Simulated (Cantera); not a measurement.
Feed: 1 mol SiH₄, 0.015 mol C₃H₈, 7.8 mol H₂, equilibrated at 100 Torr.

Equilibrium computed with Cantera from the NASA thermochemical tables; the gas is ideal and each condensed phase is pure. Candidate condensed phases: C, C₆H₆, C₇H₈, C₈H₁₈, Si, SiC; 87 gas species. Mutual solubility and eutectic melting of coexisting phases are not modelled. Gases not in the tables: Si₂H₆ and higher silanes. Kinetics and transport are ignored.

x: gas mole fraction; n: condensed amount in mol.

| T (K) | x H₂ | x H | x Si | x SiH₂ | x SiH | n Si(s) | n SiC(s) | n Si(l) |
|---|---|---|---|---|---|---|---|---|
| 1373 | 1.000 | 9.12e-6 | 2.91e-9 | 2.51e-7 | [?] | 0.955 | 0.0450 | 0 |
| 1423 | 1.000 | 1.82e-5 | 1.15e-8 | 5.26e-7 | [?] | 0.955 | 0.0450 | 0 |
| 1473 | 1.000 | 3.46e-5 | 4.11e-8 | 1.05e-6 | [?] | 0.955 | 0.0450 | 0 |
| 1523 | 1.000 | 6.33e-5 | 1.35e-7 | 2.01e-6 | [?] | 0.955 | 0.0450 | 0 |
| 1573 | 1.000 | 0.000111 | 4.12e-7 | 3.67e-6 | [?] | 0.955 | 0.0450 | 0 |
| 1623 | 1.000 | 0.000189 | 1.17e-6 | 6.47e-6 | [?] | 0.955 | 0.0450 | 0 |
| 1673 | 1.000 | 0.000312 | 3.13e-6 | 1.10e-5 | [?] | 0.955 | 0.0450 | 0 |
| 1723 | 0.999 | 0.000499 | 7.38e-6 | 1.70e-5 | [?] | 0 | 0.0450 | 0.955 |
| 1773 | 0.999 | 0.000779 | 1.60e-5 | 2.47e-5 | [?] | 0 | 0.0450 | 0.955 |
| 1823 | 0.999 | 0.00119 | 3.32e-5 | 3.51e-5 | [?] | 0 | 0.0450 | 0.954 |
| 1873 | 0.998 | 0.00177 | 6.61e-5 | 4.90e-5 | [?] | 0 | 0.0450 | 0.954 |

### Question
What belongs in the gaps?

### Answer

- 1373, x SiH: 6.04e-9
- 1423, x SiH: 1.88e-8
- 1473, x SiH: 5.39e-8
- 1523, x SiH: 1.44e-7
- 1573, x SiH: 3.63e-7
- 1623, x SiH: 8.60e-7
- 1673, x SiH: 1.93e-6
- 1723, x SiH: 3.87e-6
- 1773, x SiH: 7.20e-6
- 1823, x SiH: 1.29e-5
- 1873, x SiH: 2.25e-5
